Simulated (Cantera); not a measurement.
Input: 1 mol SiCl4, 6.8 mol N2, held at 575 °C and 77000 Pa.

Equilibrium computed with Cantera from the NASA thermochemical tables; the gas is ideal and each condensed phase is pure. Candidate condensed phases: Si, Si3N4; 13 gas species. Equilibrium is a limit: real reactors are often held back by kinetics, nucleation or transport.

### Question
What is the equilibrium state?

### Answer
```json
{
  "x(N2)": "0.872",
  "x(SiCl4)": "0.128",
  "gas_amount": "7.800 mol",
  "log10 activity of Si(s) (absent)": "-17.41"
}
```
